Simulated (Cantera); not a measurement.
Input: 1 mol CF4, 0.013 mol F2, 8.8 mol H2, at 1550 K and 0.160 bar.

Method: chemical equilibrium by Gibbs-energy minimisation in Cantera with the NASA 1993 tables (ideal gas, pure condensed phases). Candidate condensed phases: C, C6H6, C7H8, C8H18; 95 gas species. Equilibrium is a limit: real reactors are often held back by kinetics, nucleation or transport.

Base state: H2 0.627, HF 0.372, CH4 0.000128, H 6.24e-5, C2H2 (acetylene) 1.01e-5 (mole fractions); condensed: C(graphite).

Problem. What changes in the equilibrium state with this change: 0.042 mol Cl2 added?

Solution. 
| species | before | after |
|---|---|---|
| H2 | 0.627 | 0.621 |
| HF | 0.372 | 0.371 |
| HCl | 0 | 0.00774 |
| CH4 | 0.000128 | 0.000125 |
| C2H2 (acetylene) | 1.01e-5 | 9.97e-6 |
| H | 6.24e-5 | 6.21e-5 |
| C(graphite), mol | 0.998 | 0.998 |

Problem. What changes in the equilibrium state with this change: CF4 replaced by CCl4?

Solution. 
```
species             before     after
----------------  --------  --------
H2                   0.627     0.627
HCl                      0     0.370
HF                   0.372   0.00240
Cl                       0   2.94e-5
CH4               0.000128  0.000128
C2H2 (acetylene)   1.01e-5   1.01e-5
H                  6.24e-5   6.24e-5
C(graphite), mol     0.998     0.998
```

Problem. What changes in the equilibrium state with this change: temperature from 1550 K to 2375 K?

Solution. 
| species | before | after |
|---|---|---|
| H2 | 0.627 | 0.602 |
| HF | 0.372 | 0.367 |
| H | 6.24e-5 | 0.0273 |
| F | 1.44e-9 | 2.48e-5 |
| C2H2 (acetylene) | 1.01e-5 | 0.00374 |
| CH4 | 0.000128 | 1.08e-5 |
| C(graphite), mol | 0.998 | 0.917 |
